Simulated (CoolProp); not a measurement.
Vapour-liquid equilibrium of n-pentane (1) + acetone (2) at 322.4 K; x and y are mole fractions of (1).

Values from CoolProp's multi-fluid Helmholtz-energy mixture model, Thol 2019 and Lemmon 2006; pair parameters Bell 2016.

```json
[
 {"x": "0.05", "bubble pressure (kPa)": "104.4", "y at the bubble point": "0.263", "dew pressure at overall composition x (kPa)": "83.58", "liquid density (mol/L)": "12.66"},
 {"x": "0.15", "bubble pressure (kPa)": "136.7", "y at the bubble point": "___", "dew pressure at overall composition x (kPa)": "92.31", "liquid density (mol/L)": "11.96"},
 {"x": "0.25", "bubble pressure (kPa)": "154.4", "y at the bubble point": "0.563", "dew pressure at overall composition x (kPa)": "102.9", "liquid density (mol/L)": "11.33"},
 {"x": "0.35", "bubble pressure (kPa)": "164.1", "y at the bubble point": "0.611", "dew pressure at overall composition x (kPa)": "115.9", "liquid density (mol/L)": "___"},
 {"x": "0.45", "bubble pressure (kPa)": "169.7", "y at the bubble point": "0.642", "dew pressure at overall composition x (kPa)": "132.1", "liquid density (mol/L)": "10.25"},
 {"x": "0.55", "bubble pressure (kPa)": "173.1", "y at the bubble point": "0.669", "dew pressure at overall composition x (kPa)": "151.7", "liquid density (mol/L)": "9.787"},
 {"x": "0.65", "bubble pressure (kPa)": "175.1", "y at the bubble point": "0.698", "dew pressure at overall composition x (kPa)": "170.8", "liquid density (mol/L)": "9.375"},
 {"x": "0.75", "bubble pressure (kPa)": "___", "y at the bubble point": "0.736", "dew pressure at overall composition x (kPa)": "175.3", "liquid density (mol/L)": "9.008"},
 {"x": "0.85", "bubble pressure (kPa)": "173.1", "y at the bubble point": "___", "dew pressure at overall composition x (kPa)": "169.2", "liquid density (mol/L)": "8.682"},
 {"x": "0.95", "bubble pressure (kPa)": "164.4", "y at the bubble point": "0.906", "dew pressure at overall composition x (kPa)": "160.3", "liquid density (mol/L)": "8.395"}
]
```

Question: Complete the blanks.

Answer: 
- 0.15, y at the bubble point: 0.475
- 0.35, liquid density (mol/L): 10.76
- 0.75, bubble pressure (kPa): 175.5
- 0.85, y at the bubble point: 0.797

y crosses x between x = 0.65 and 0.75: the model has an azeotrope there.

Pair parameters are fitted to limited data, so mixtures are less certain than the pure fluids. With so large a gap from Raoult's law the liquid may split in two, which this calculation doesn't test in full.
